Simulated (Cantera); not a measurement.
A freely propagating, adiabatic, planar premixed flame of 19.6 % CO, 1.75 % H2, 15.7 % O2, 59.1 % N2, 3.73 % H2O, equivalence ratio 0.68, unburnt at 450 K and 35000 Pa; unity-Lewis-number transport, grid criteria slope 0.08 and curve 0.16, no radiation.

Cantera simulation using GRI-Mech 3.0 (53 species, 325 reactions); the numbers are that mechanism's predictions, not measurements. Unity Lewis numbers drop preferential diffusion, which matters most where H2 and H carry the flame. Burning velocities carry a grid error of a few per cent, more on coarse grids.

x: mole fraction of selected species; z is measured from the peak of heat release.

```json
[
 {"z (mm)": "-6.36", "T (K)": "450", "u (m/s)": "0.537", "x CO": "0.196", "x H2": "0.0175", "x O2": "0.157", "x OH": "<1e-8", "x H2O2": "<1e-8", "x HO2": "<1e-8"},
 {"z (mm)": "-4.24", "T (K)": "450", "u (m/s)": "0.537", "x CO": "0.196", "x H2": "0.0175", "x O2": "0.157", "x OH": "<1e-8", "x H2O2": "<1e-8", "x HO2": "3.69e-8"},
 {"z (mm)": "-3.18", "T (K)": "450", "u (m/s)": "0.537", "x CO": "0.196", "x H2": "0.0175", "x O2": "0.157", "x OH": "<1e-8", "x H2O2": "4.25e-8", "x HO2": "1.70e-7"},
 {"z (mm)": "-2.12", "T (K)": "454", "u (m/s)": "0.541", "x CO": "0.196", "x H2": "0.0174", "x O2": "0.157", "x OH": "<1e-8", "x H2O2": "3.79e-7", "x HO2": "1.57e-6"},
 {"z (mm)": "-1.06", "T (K)": "?", "u (m/s)": "0.626", "x CO": "0.190", "x H2": "0.0163", "x O2": "0.154", "x OH": "2.89e-7", "x H2O2": "5.49e-6", "x HO2": "3.62e-5"},
 {"z (mm)": "-0.530", "T (K)": "?", "u (m/s)": "0.916", "x CO": "0.167", "x H2": "0.0122", "x O2": "0.141", "x OH": "0.000102", "x H2O2": "5.50e-6", "x HO2": "7.06e-5"},
 {"z (mm)": "0", "T (K)": "?", "u (m/s)": "1.34", "x CO": "0.117", "x H2": "0.00415", "x O2": "0.111", "x OH": "0.00129", "x H2O2": "1.09e-6", "x HO2": "2.36e-5"},
 {"z (mm)": "0.530", "T (K)": "?", "u (m/s)": "1.61", "x CO": "0.0728", "x H2": "0.00315", "x O2": "0.0871", "x OH": "0.00352", "x H2O2": "6.25e-7", "x HO2": "1.15e-5"},
 {"z (mm)": "1.06", "T (K)": "?", "u (m/s)": "1.76", "x CO": "0.0525", "x H2": "0.00359", "x O2": "0.0770", "x OH": "0.00501", "x H2O2": "3.65e-7", "x HO2": "7.92e-6"},
 {"z (mm)": "2.12", "T (K)": "1723", "u (m/s)": "1.90", "x CO": "0.0403", "x H2": "0.00312", "x O2": "0.0715", "x OH": "0.00582", "x H2O2": "1.81e-7", "x HO2": "5.33e-6"},
 {"z (mm)": "4.24", "T (K)": "1846", "u (m/s)": "2.01", "x CO": "0.0314", "x H2": "0.00220", "x O2": "0.0681", "x OH": "0.00568", "x H2O2": "9.21e-8", "x HO2": "3.33e-6"},
 {"z (mm)": "8.48", "T (K)": "1943", "u (m/s)": "2.10", "x CO": "0.0227", "x H2": "0.00146", "x O2": "0.0647", "x OH": "0.00509", "x H2O2": "5.26e-8", "x HO2": "1.99e-6"},
 {"z (mm)": "17.0", "T (K)": "2017", "u (m/s)": "2.17", "x CO": "0.0152", "x H2": "0.000912", "x O2": "0.0618", "x OH": "0.00428", "x H2O2": "3.33e-8", "x HO2": "1.26e-6"}
]
```

Problem. Fill in the missing entries.

Solution. 
- -1.06, T (K): 527
- -0.530, T (K): 782
- 0, T (K): 1176
- 0.530, T (K): 1436
- 1.06, T (K): 1579
